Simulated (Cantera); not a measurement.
A closed system holds: 1 mol SiH₂Cl₂, 0.47 mol Cl₂, 5.4 mol H₂, at 1823 K and 0.00240 bar.

These are equilibrium values from Cantera (NASA tables, ideal gas, pure condensed phases), not measurements of a reactor. Candidate condensed phases: Si; 19 gas species. The tables' values for SiCl, SiCl₃ are old estimates; treat these amounts as uncertain. Gases not in the tables: Si₂H₆ and higher silanes. Rates play no part.

Base state: H₂ 0.725, HCl 0.159, SiCl₂ 0.104, H 0.00753, Si 0.00184, SiCl 0.00127, Cl 0.00126, SiCl₃ 0.000435 (mole fractions); condensed: Si(l).

Q: What changes in the equilibrium state with this change: SiH₂Cl₂ replaced by Si₂Cl₆?

A: 
```csv
species,before,after
H₂,0.725,0.440
HCl,0.159,0.326
SiCl₂,0.104,0.220
SiCl₄,2.81e-6,4.13e-5
Si₂,1.19e-5,1.10e-6
SiCl₃,0.000435,0.00243
SiH₂,2.54e-5,4.70e-6
SiHCl₃,3.40e-6,1.48e-5
"Si(l), mol",0.145,0
```
The feed counts by its element totals alone. The tables' values for SiCl₃, SiCl are old estimates; treat these amounts as uncertain.

Q: What changes in the equilibrium state with this change: SiH₂Cl₂ replaced by SiH₄?

A: 
| species | before | after |
|---|---|---|
| H₂ | 0.725 | 0.891 |
| HCl | 0.159 | 0.0773 |
| SiCl₂ | 0.104 | 0.0201 |
| SiCl₃ | 0.000435 | 3.68e-5 |
| SiCl | 0.00127 | 0.000559 |
| Cl | 0.00126 | 0.000552 |
| SiH₂ | 2.54e-5 | 3.13e-5 |
| H | 0.00753 | 0.00835 |
| Si(l), mol | 0.145 | 0.820 |
